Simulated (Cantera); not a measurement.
A diamond (100) surface in a fixed gas of H2 with x(CH4) = 0.012, x(H) = 0.00097, x(CH3) = 0.00038, 3000 Pa; coverages are run to steady state.

Computed with Cantera and the Harris–Goodwin 1993 mechanism for the reconstructed diamond (100) surface.

θ: site fractions in the mechanism's names (c6HH fully hydrogenated, c6H* and c6*H radical sites, c6** diradical, c6HM methylated).

```tsv
T (K)	growth (µm/h)	θ c6HH	θ c6H*	θ c6*H	θ c6**	θ c6HM
900	2.43	0.501	0.00749	0.210	0.00279	0.225
950	3.18	0.498	0.0108	0.255	0.00447	0.178
1000	3.57	0.499	0.0150	0.307	0.00683	0.126
1050	3.09	0.504	0.0203	0.363	0.0100	0.0703
1100	2.07	0.500	0.0261	0.413	0.0137	0.0298
1150	…	0.483	…	0.449	…	…
1200	0.998	0.461	0.0368	0.472	0.0210	0.00362
1250	0.919	0.442	0.0418	0.487	0.0242	0.00124
1300	0.873	0.427	0.0464	0.496	0.0272	0.000432
1350	0.699	0.416	0.0508	0.501	0.0298	0.000152
1400	…	0.409	…	0.503	0.0318	…
```

Task: What belongs in the gaps?

Result: 
- 1150, growth (µm/h): 1.32
- 1150, θ c6H*: 0.0317
- 1150, θ c6**: 0.0174
- 1150, θ c6HM: 0.0107
- 1400, growth (µm/h): 0.428
- 1400, θ c6H*: 0.0549
- 1400, θ c6HM: 5.57e-5
